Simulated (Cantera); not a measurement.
Input (Python, Cantera):

```python
import numpy as np
import cantera as ct

gas = ct.Solution("h2o2.yaml")
gas.TPX = 925, 57000, {'H2': 1.2, 'O2': 1, 'N2': 0.61}
reactor = ct.IdealGasConstPressureReactor(gas, energy="off", clone=False)
net = ct.ReactorNet([reactor])
net.rtol, net.atol = 1e-08, 1e-18
show = ['H2', 'O2', 'H2O', 'H', 'H2O2', 'O']
times = np.geomspace(6e-06, 20, 14)

steps = ct.SolutionArray(gas, extra=["t"])
rows = []
print(f"{'t/s':>10s}{'T/K':>9s}{'P/Pa':>11s}" + "".join(f"{s:>11s}" for s in show))
for t in times:
    while net.time < t:
        t_next = net.step()
        steps.append(gas.state, t=t_next)
    rows.append([np.interp(t, steps.t, y) for y in (steps.T, steps.P, *steps(*show).X.T)])
    print(f"{t:10.3e}{rows[-1][0]:9.1f}{rows[-1][1]:11.4g}" + "".join(f"{x:11.3e}" for x in rows[-1][2:]))
rate = np.gradient(steps.T, steps.t)
print("integrator steps:", len(steps.t))
if steps.T.max() > steps.T[0] + 200:
    print(f"time of steepest temperature rise: {steps.t[rate.argmax()]:.4e} s")
gas.TPX = 925, 57000, {'H2': 1.2, 'O2': 1, 'N2': 0.61}
gas.equilibrate("TP")
print(f"equilibrium (TP): T = {gas.T:.1f} K  " + "  ".join(f"{s} {gas[s].X[0]:.3e}" for s in show))
```

Output:

```
       t/s      T/K       P/Pa         H2         O2        H2O          H       H2O2          O
 6.000e-06    925.0    5.7e+04  4.270e-01  3.559e-01  9.631e-12  3.444e-11  1.039e-14  3.594e-12
 1.905e-05    925.0    5.7e+04  4.270e-01  3.559e-01  1.211e-10  1.112e-10  1.419e-13  1.567e-11
 6.049e-05    925.0    5.7e+04  4.270e-01  3.559e-01  1.544e-09  4.490e-10  2.786e-12  6.909e-11
 1.921e-04    925.0    5.7e+04  4.270e-01  3.559e-01  3.057e-08  3.716e-09  1.063e-10  5.856e-10
 6.098e-04    925.0    5.7e+04  4.270e-01  3.559e-01  7.179e-06  6.680e-07  4.552e-08  1.053e-07
 1.936e-03    925.0    5.7e+04  3.171e-01  3.107e-01  1.396e-01  1.279e-07  2.195e-04  2.400e-08
 6.148e-03    925.0    5.7e+04  3.170e-01  3.107e-01  1.398e-01  1.159e-07  2.707e-04  2.181e-08
 1.952e-02    925.0    5.7e+04  3.165e-01  3.104e-01  1.403e-01  1.570e-07  3.759e-04  2.948e-08
 6.198e-02    925.0    5.7e+04  3.137e-01  3.091e-01  1.434e-01  3.309e-07  8.394e-04  6.164e-08
 1.968e-01    925.0    5.7e+04  2.912e-01  2.994e-01  1.712e-01  6.484e-07  1.998e-03  1.217e-07
 6.248e-01    925.0    5.7e+04  2.079e-01  2.653e-01  2.772e-01  4.457e-07  1.826e-03  1.007e-07
 1.984e+00    925.0    5.7e+04  5.559e-02  2.034e-01  4.718e-01  1.498e-07  6.938e-04  8.245e-08
 6.299e+00    925.0    5.7e+04  1.388e-03  1.816e-01  5.412e-01  1.444e-09  6.914e-06  6.537e-09
 2.000e+01    925.0    5.7e+04  1.409e-04  1.811e-01  5.428e-01  3.304e-11  1.476e-07  2.010e-10
integrator steps: 2293
equilibrium (TP): T = 925.0 K  H2 1.329e-11  O2 1.810e-01  H2O 5.430e-01  H 1.266e-15  H2O2 1.742e-10  O 7.598e-12
```

Cantera simulation using the H2/O2 subset of GRI-Mech 3.0, which has no nitrogen chemistry; the numbers are that mechanism's predictions, not measurements. Below about 950 K walls govern HO2 and H2O2 in real vessels. The temperature is held fixed by assumption; the heat of reaction is taken as removed at once.
